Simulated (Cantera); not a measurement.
An adiabatic, constant-volume homogeneous reactor starts with C2H4 : O2 : N2 : H2O = 1 : 1.5 : 5.64 : 0.87 (molar parts), at 1623 K and 2.76 atm.

Detailed kinetics in Cantera: GRI-Mech 3.0 (53 species, 325 reactions). GRI-Mech 3.0 was tuned for natural gas; its chemistry of ethylene as a main component is partial and can be far from experiment. Above 3000 K some thermodynamic fits are extrapolated.

Task: Predict: time of steepest temperature rise; temperature at 1.00 s; equilibrium temperature; x(O2) at 1.00 s; x(H2O) at 1.00 s; x(H2O2) at 1.00 s; x(H2) at 1.00 s.

Result: 
```json
{
  "time_of_steepest_temperature_rise": "6.57 µs",
  "temperature at 1.00 s": "3009 K",
  "equilibrium_temperature": "3009 K",
  "x(O2) at 1.00 s": "0.000483 (gas-phase equilibrium 0.000483)",
  "x(H2O) at 1.00 s": "0.136 (gas-phase equilibrium 0.136)",
  "x(H2O2) at 1.00 s": "1.31e-7 (gas-phase equilibrium 1.31e-7)",
  "x(H2) at 1.00 s": "0.116 (gas-phase equilibrium 0.116)"
}
```
